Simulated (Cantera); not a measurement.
# Stirred combustor or abatement burner

A perfectly stirred reactor is fed with H2 : O2 : N2 = 1 : 1.09 : 4.09 (molar parts), equivalence ratio 0.46, at 100000 Pa; it is adiabatic with a 800 K inlet, and is followed from long to short residence time, starting on the burning branch (τ in s: 0.031, 0.016, 0.0086, 0.0045, 0.0024, 0.0012, 0.00065, 0.00034, 0.00018, 9.4e-05, 4.9e-05, 2.6e-05, 1.4e-05).

Model: GRI-Mech 3.0 (53 species, 325 reactions), integrated in Cantera.

| τ (s) | T (K) | x H2 | x O2 | x NO2 | x H2O | x OH |
|---|---|---|---|---|---|---|
| 0.031 | 1969 | 0.000413 | 0.103 | 9.51e-8 | 0.174 | 0.00333 |
| 0.016 | 1963 | 0.000612 | 0.103 | 6.88e-8 | 0.173 | 0.00400 |
| 0.0086 | 1954 | 0.000901 | 0.102 | 5.00e-8 | 0.172 | 0.00480 |
| 0.0045 | 1942 | 0.00136 | 0.102 | 3.46e-8 | 0.171 | 0.00578 |
| 0.0024 | 1924 | 0.00201 | 0.102 | 2.37e-8 | 0.169 | 0.00686 |
| 0.0012 | 1896 | 0.00305 | 0.101 | 1.60e-8 | 0.167 | 0.00812 |
| 0.00065 | 1862 | 0.00433 | 0.101 | 1.20e-8 | 0.164 | 0.00918 |
| 0.00034 | 1813 | 0.00611 | 0.101 | 9.66e-9 | 0.160 | 0.0101 |
| 0.00018 | 1750 | 0.00835 | 0.101 | 8.10e-9 | 0.155 | 0.0106 |
| 9.4e-5 | 1670 | 0.0113 | 0.102 | 6.55e-9 | 0.149 | 0.0105 |
| 4.9e-5 | 1575 | 0.0158 | 0.104 | 4.71e-9 | 0.141 | 0.00976 |
| 2.6e-5 | 1466 | 0.0238 | 0.109 | 2.73e-9 | 0.129 | 0.00848 |
| 1.4e-5 | 1321 | 0.0457 | 0.121 | 9.54e-10 | 0.106 | 0.00616 |
x: mole fraction; the columns are a selection and need not sum to one.
